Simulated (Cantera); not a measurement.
A closed system holds: 1 mol B, 0.26 mol O2, 120 mol H2, equilibrated at 26.3 Torr.

Method: chemical equilibrium by Gibbs-energy minimisation in Cantera with the NASA 1993 tables (ideal gas, pure condensed phases). Candidate condensed phases: B, B2O3, B3O3H3, H2O; 23 gas species. Mutual solubility and eutectic melting of coexisting phases are not modelled. Kinetics and transport are ignored.

Q: Which condensed phases are stable at each of these points (T (°C)): 575, 675, 775, 875, 975, 1075, 1175, 1275, 1375?

A: 
```tsv
T (°C)	condensed phases	B condensed (%)
575	B(s) + B2O3(l)	67.9
675	B(s) + B2O3(l)	61.6
775	B(s) + B2O3(l)	57.2
875	B(s) + B2O3(l)	53.3
975	B(s)	48.1
1075	B(s)	48.5
1175	B(s)	48.4
1275	B(s)	48.0
1375	B(s)	47.6
```

From 575 °C to 875 °C the condensed part is B(s) + B2O3(l). From 975 °C to 1375 °C the condensed part is B(s).
